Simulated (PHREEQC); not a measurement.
Solution (25 °C): 5.7 mmol/kgw HF, 0.82 mmol/kgw H2SiF6, 6.2 mmol/kgw H3BO3 and 0.091 mmol/kgw HCl. It is in equilibrium with CO2 at log p = -2 (atm). Otherwise closed; pH follows from the charge balance.

Equilibrium calculation in PHREEQC: ion-association model, phreeqc.dat.

No solid was allowed to form.

### Question
Order these B species by the share of B that they hold, largest first: BF4-, BF2(OH)2-, H3BO3, BF3OH-.

### Answer
H3BO3 (77 %), BF4- (18 %), BF3OH- (3.2 %), BF2(OH)2- (2.2 %)

The pH is 2.55 and the ionic strength 0.00346 mol/kgw. Examples of supersaturated solids here: Quartz (slow to form), Chalcedony (slow to form). Others may be too. Species that the database lacks are ignored. SiF6-2 is the database's only silicon fluoride. Real BF4- forms and hydrolyses slowly; the run takes it at equilibrium.
